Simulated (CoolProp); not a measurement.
n-perfluorohexane along the isotherm -0.85 °C: fugacity coefficient from the reference equation and from simpler models built on Tc = 174.9 °C, pc = 1.742 MPa, ω = 0.497; each cubic takes its own stable root.

Values from CoolProp's reference Helmholtz-energy equation of state, Gao 2022.

```
p (MPa)   phase  reference
-------  ------  ---------
1.58     liquid   0.005917
3.17     liquid   0.003376
4.75     liquid   0.002575
6.33     liquid   0.002208
7.92     liquid   0.002018
9.5      liquid   0.001921
11.1     liquid   0.001880
12.7     liquid   0.001878
14.2     liquid   0.001903
15.8     liquid   0.001953
17.4     liquid   0.002025
```

Task: How far does each simpler model (van der Waals, Redlich-Kwong, Soave-Redlich-Kwong) lie from the reference over these 11 states: mean and median of the absolute difference, and the worst?

Result: 
- van der Waals: mean 3218.4 %, median 3108.2 %, worst +4897.5 % at -0.85 °C and 17.4 MPa
- Redlich-Kwong: mean 467.2 %, median 467.4 %, worst +537.5 % at -0.85 °C and 17.4 MPa
- Soave-Redlich-Kwong: mean 12.6 %, median 12.5 %, worst +23.3 % at -0.85 °C and 17.4 MPa
